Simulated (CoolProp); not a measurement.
Vapour-liquid equilibrium of R125 (1) + R236FA (2) at 0.637 MPa; x and y are mole fractions of (1).

Computed with CoolProp (multi-fluid Helmholtz-energy mixture model, Lemmon 2005 and Pan 2012; pair parameters Bell 2016).

### Question
Give the bubble temperature and the first vapour's composition at x = 0.275, 0.575, 0.725. Is there an azeotrope?

### Answer
x = 0.275: 303.9 K, y = 0.584; x = 0.575: 287.1 K, y = 0.850; x = 0.725: 280.8 K, y = 0.920. No azeotrope shows between x = 0.05 and 0.95.

The pair parameters rest on a limited set of measurements; away from them the model extrapolates.
